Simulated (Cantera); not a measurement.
Cantera run, input and output.

```python
import numpy as np
import cantera as ct

gas = ct.Solution("gri30.yaml")
gas.TPX = 1748, 100000, {'CO': 1, 'H2': 0.07, 'O2': 0.233, 'N2': 0.875}
reactor = ct.IdealGasConstPressureReactor(gas, energy="on", clone=False)
net = ct.ReactorNet([reactor])
net.rtol, net.atol = 1e-08, 1e-16
show = ['CO', 'H2', 'O2', 'O', 'NO', 'OH']
times = np.geomspace(2e-06, 3, 10)

steps = ct.SolutionArray(gas, extra=["t"])
rows = []
print(f"{'t/s':>10s}{'T/K':>9s}{'P/Pa':>11s}" + "".join(f"{s:>11s}" for s in show))
for t in times:
    while net.time < t:
        t_next = net.step()
        steps.append(gas.state, t=t_next)
    rows.append([np.interp(t, steps.t, y) for y in (steps.T, steps.P, *steps(*show).X.T)])
    print(f"{t:10.3e}{rows[-1][0]:9.1f}{rows[-1][1]:11.4g}" + "".join(f"{x:11.3e}" for x in rows[-1][2:]))
rate = np.gradient(steps.T, steps.t)
print("integrator steps:", len(steps.t))
if steps.T.max() > steps.T[0] + 200:
    print(f"time of steepest temperature rise: {steps.t[rate.argmax()]:.4e} s")
gas.TPX = 1748, 100000, {'CO': 1, 'H2': 0.07, 'O2': 0.233, 'N2': 0.875}
gas.equilibrate("HP")
print(f"equilibrium (HP): T = {gas.T:.1f} K  " + "  ".join(f"{s} {gas[s].X[0]:.3e}" for s in show))
```

Result:

```
       t/s      T/K       P/Pa         CO         H2         O2          O         NO         OH
 2.000e-06   1748.0      1e+05  4.591e-01  3.214e-02  1.070e-01  2.033e-06  3.108e-13  1.113e-06
 9.711e-06   1749.0      1e+05  4.584e-01  3.083e-02  1.058e-01  5.506e-04  2.986e-10  3.571e-04
 4.715e-05   2068.3      1e+05  3.584e-01  4.152e-03  2.698e-02  4.265e-02  3.772e-05  6.389e-03
 2.289e-04   2584.6      1e+05  3.470e-01  5.672e-03  2.115e-02  2.009e-02  5.021e-04  1.013e-02
 1.112e-03   2887.8      1e+05  3.327e-01  5.711e-03  1.205e-02  8.506e-03  4.851e-03  9.174e-03
 5.397e-03   2885.0      1e+05  3.332e-01  5.773e-03  1.137e-02  8.058e-03  7.133e-03  8.947e-03
 2.621e-02   2885.0      1e+05  3.332e-01  5.773e-03  1.137e-02  8.057e-03  7.137e-03  8.946e-03
 1.272e-01   2885.0      1e+05  3.332e-01  5.773e-03  1.137e-02  8.057e-03  7.137e-03  8.946e-03
 6.179e-01   2885.0      1e+05  3.332e-01  5.773e-03  1.137e-02  8.057e-03  7.137e-03  8.946e-03
 3.000e+00   2885.0      1e+05  3.332e-01  5.773e-03  1.137e-02  8.057e-03  7.137e-03  8.946e-03
integrator steps: 1205
time of steepest temperature rise: 1.7682e-05 s
equilibrium (HP): T = 2885.0 K  CO 3.332e-01  H2 5.773e-03  O2 1.137e-02  O 8.057e-03  NO 7.137e-03  OH 8.946e-03
```

Cantera simulation using GRI-Mech 3.0 (53 species, 325 reactions); the numbers are that mechanism's predictions, not measurements.
